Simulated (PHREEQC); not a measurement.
Solution (25 °C): 120 mmol/kgw Cu(NO3)2, 0.18 mmol/kgw H2SO4, 0.22 mmol/kgw KCl and 20 mmol/kgw Ca(OH)2. Closed to the air; pH follows from the charge balance.

Equilibrium calculation in PHREEQC: ion-association model, wateq4f.dat.

This is a speciation only: nothing precipitates in the calculation.

Task: Order these Cu species by the share of Cu that they hold, largest first: Cu+2, CuOH+, Cu2(OH)2+2.

Result: Cu+2 (67 %), Cu2(OH)2+2 (33 %), CuOH+ (0.14 %)

The pH is 5.71 and the ionic strength 0.360 mol/kgw. Saturation is exceeded, for instance for Brochantite, Cu2(OH)3NO3; the values hold only as long as no solid forms. Species that the database lacks are ignored.
